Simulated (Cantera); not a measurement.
Input: 1 mol Al2O3, a varied amount of SiCl4, 13 mol O2, held at 500 °C and 12.0 Pa.

Equilibrium computed with Cantera from the NASA thermochemical tables; the gas is ideal and each condensed phase is pure. Candidate condensed phases: Al, AlCl3, Al2O3, Al2SiO5, Al6Si2O13, Si, SiO2; 26 gas species. Condensed phases not in the tables: AlOCl, alloys, solid solutions and most ternary compounds. Rates play no part.

**Question.** At 0.85 mol SiCl4, list the 3 most abundant gas species with their mole fractions, and the condensed phases.

**Answer.** O2 0.877, Cl2 0.123, Cl 0.000156. Condensed: Al2O3(s) + Al2SiO5(andalusite).
